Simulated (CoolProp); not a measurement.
Vapour-liquid equilibrium of propylene (1) + R22 (2) at 36.15 °C; x and y are mole fractions of (1).

Values from CoolProp's multi-fluid Helmholtz-energy mixture model, Lemmon 2013 and Kamei 1995; pair parameters Bell 2016.

| x | bubble pressure (MPa) | y at the bubble point | dew pressure at overall composition x (MPa) | liquid density (mol/L) |
|---|---|---|---|---|
| 0.05 | 1.422 | 0.063 | 1.416 | ___ |
| 0.2 | 1.488 | 0.231 | ___ | ___ |
| 0.35 | ___ | 0.378 | 1.525 | 12.47 |
| 0.5 | 1.558 | 0.514 | 1.556 | 12.20 |
| 0.65 | 1.566 | 0.649 | 1.566 | 11.96 |
| 0.8 | 1.555 | 0.789 | 1.554 | 11.76 |
| 0.95 | 1.525 | 0.944 | 1.523 | ___ |

Task: Some entries are withheld; supply them.

Result: 
- 0.05, liquid density (mol/L): 13.12
- 0.2, dew pressure at overall composition x (MPa): 1.477
- 0.2, liquid density (mol/L): 12.78
- 0.35, bubble pressure (MPa): 1.532
- 0.95, liquid density (mol/L): 11.60

y crosses x between x = 0.5 and 0.65: the model has an azeotrope there.

The pair parameters rest on a limited set of measurements; away from them the model extrapolates.
